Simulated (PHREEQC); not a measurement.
Consider water at 20 °C with 0.096 mol/kgw HF, 0.00017 mol/kgw CsF, 0.00097 mol/kgw H4SiO4 and 0.00016 mol/kgw H3PO4. Closed to the air; pH follows from the charge balance.

The numbers come from PHREEQC with the ion-association model, wateq4f.dat.

* **pH**: 2.08
* **ionic strength**: 0.0102 mol/kgw
* **total alkalinity**: -96.2 meq/kg

```json
[
 {"species": "HF", "molality": "0.0597", "activity": "0.0598", "log γ": "0.001"},
 {"species": "H2F2", "molality": "0.0111", "activity": "0.0111", "log γ": "0.001"},
 {"species": "H+", "molality": "0.00902", "activity": "0.00824", "log γ": "-0.039"},
 {"species": "F-", "molality": "0.00588", "activity": "0.00529", "log γ": "-0.046"},
 {"species": "HF2-", "molality": "0.00129", "activity": "0.00116", "log γ": "-0.046"},
 {"species": "SiF6-2", "molality": "0.000970", "activity": "0.000648", "log γ": "-0.175"},
 {"species": "Cs+", "molality": "0.000170", "activity": "0.000153", "log γ": "-0.045"},
 {"species": "H3PO4", "molality": "8.12e-5", "activity": "8.14e-5", "log γ": "0.001"},
 {"species": "H2PO4-", "molality": "7.88e-5", "activity": "7.13e-5", "log γ": "-0.043"}
]
```

No solid was allowed to form. Complexes and solids missing from the database can't appear. wateq4f.dat counts part of the HF as a dimer, H2F2, which phreeqc.dat doesn't know; its constant is uncertain. H3PO4, which wateq4f.dat lacks, is added to it with the constant of phreeqc.dat. SiF6-2 is the database's only silicon fluoride.
